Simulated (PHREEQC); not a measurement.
0.49 g of hydrous ferric oxide (600 m²/g; 0.2 weak and 0.005 strong sites per Fe, Dzombak-Morel constants, diffuse double layer) in 1 kg of water with 0.01 mol/kgw of an inert sodium salt and 0.1 mmol/kgw NaF and 0.13 mmol/kgw SrCl2, at 25 °C; the pH is set by adding NaOH or the inert anion's acid. Oxygen alone is held at its pressure in air (log pO2 = -0.68). The system is closed to CO2. No solid was allowed to form.

Equilibrium calculation in PHREEQC: ion-association model, wateq4f.dat.

```csv
pH,F sorbed (%),Sr sorbed (%),surface charge σ (C/m²),surface potential ψ (mV)
3,95.8,0.0,0.300,197
3.5,96.8,0.0,0.255,191
4,96.3,0.0,0.201,179
4.5,94.3,0.0,0.148,164
5,89.9,0.0,0.104,146
5.5,81.1,0.0,0.070,?
6,65.7,0.0,0.046,105
6.5,44.7,0.2,0.029,?
7,24.4,1.4,0.017,59
7.5,?,6.6,0.009,34
8,4.5,16.3,0.002,10
8.5,1.7,26.3,-0.004,?
9,0.6,52.1,-0.010,-40
```

Task: What belongs in the gaps?

Result: 
- 5.5, surface potential ψ (mV): 127
- 6.5, surface potential ψ (mV): 83
- 7.5, F sorbed (%): 11.1
- 8.5, surface potential ψ (mV): -16

The oxide is taken as insoluble; below pH 4 it would dissolve.
